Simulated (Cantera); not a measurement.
Premixed flame

A freely propagating, adiabatic, planar premixed flame of H₂ : O₂ : N₂ = 1 : 0.41 : 1.98 (molar parts), unburnt at 473 K and 100.0 Torr; mixture-averaged transport, grid criteria slope 0.08 and curve 0.16, no radiation.

Model: the H2/O2 subset of GRI-Mech 3.0, which has no nitrogen chemistry, integrated in Cantera. Burning velocities carry a grid error of a few per cent, more on coarse grids.

```json
[
 {"z (mm)": "-19.3", "T (K)": "473", "u (m/s)": "3.56", "x H₂": "0.295", "x O₂": "0.121", "x O": "<1e-8", "x H": "<1e-8", "x HO₂": "<1e-8", "x H₂O₂": "<1e-8"},
 {"z (mm)": "-12.9", "T (K)": "473", "u (m/s)": "3.56", "x H₂": "0.295", "x O₂": "0.121", "x O": "<1e-8", "x H": "<1e-8", "x HO₂": "<1e-8", "x H₂O₂": "<1e-8"},
 {"z (mm)": "-9.65", "T (K)": "473", "u (m/s)": "3.56", "x H₂": "0.295", "x O₂": "0.121", "x O": "<1e-8", "x H": "<1e-8", "x HO₂": "<1e-8", "x H₂O₂": "<1e-8"},
 {"z (mm)": "-6.43", "T (K)": "473", "u (m/s)": "3.56", "x H₂": "0.295", "x O₂": "0.121", "x O": "<1e-8", "x H": "<1e-8", "x HO₂": "3.59e-8", "x H₂O₂": "<1e-8"},
 {"z (mm)": "-3.22", "T (K)": "478", "u (m/s)": "3.60", "x H₂": "0.294", "x O₂": "0.121", "x O": "3.22e-6", "x H": "8.18e-5", "x HO₂": "6.17e-5", "x H₂O₂": "1.38e-6"},
 {"z (mm)": "-1.61", "T (K)": "637", "u (m/s)": "4.72", "x H₂": "0.270", "x O₂": "0.117", "x O": "0.000121", "x H": "0.00636", "x HO₂": "4.00e-5", "x H₂O₂": "3.68e-6"},
 {"z (mm)": "0", "T (K)": "1047", "u (m/s)": "7.53", "x H₂": "0.152", "x O₂": "0.0758", "x O": "0.00467", "x H": "0.0548", "x HO₂": "1.29e-5", "x H₂O₂": "4.11e-7"},
 {"z (mm)": "1.61", "T (K)": "1314", "u (m/s)": "9.34", "x H₂": "0.0628", "x O₂": "0.0224", "x O": "0.00844", "x H": "0.0839", "x HO₂": "3.43e-6", "x H₂O₂": "5.40e-7"},
 {"z (mm)": "3.22", "T (K)": "1423", "u (m/s)": "10.1", "x H₂": "0.0564", "x O₂": "0.0153", "x O": "0.00826", "x H": "0.0782", "x HO₂": "2.08e-6", "x H₂O₂": "4.89e-7"},
 {"z (mm)": "6.43", "T (K)": "1546", "u (m/s)": "10.8", "x H₂": "0.0593", "x O₂": "0.0130", "x O": "0.00760", "x H": "0.0658", "x HO₂": "1.52e-6", "x H₂O₂": "3.49e-7"},
 {"z (mm)": "12.9", "T (K)": "1680", "u (m/s)": "11.7", "x H₂": "0.0618", "x O₂": "0.0106", "x O": "0.00641", "x H": "0.0523", "x HO₂": "1.08e-6", "x H₂O₂": "2.00e-7"},
 {"z (mm)": "25.7", "T (K)": "1817", "u (m/s)": "12.5", "x H₂": "0.0629", "x O₂": "0.00803", "x O": "0.00487", "x H": "0.0394", "x HO₂": "7.35e-7", "x H₂O₂": "1.05e-7"},
 {"z (mm)": "51.5", "T (K)": "1944", "u (m/s)": "13.2", "x H₂": "0.0626", "x O₂": "0.00555", "x O": "0.00327", "x H": "0.0281", "x HO₂": "4.83e-7", "x H₂O₂": "5.55e-8"}
]
```
x: mole fraction of selected species; z is measured from the peak of heat release.

```
Property                     Value
------------------------  --------
laminar burning velocity  356 cm/s
thermal thickness          6.43 mm
peak x(O)                  0.00845
peak x(H)                   0.0840
peak x(HO₂)                7.09e-5
peak x(H₂O₂)               4.83e-6
```
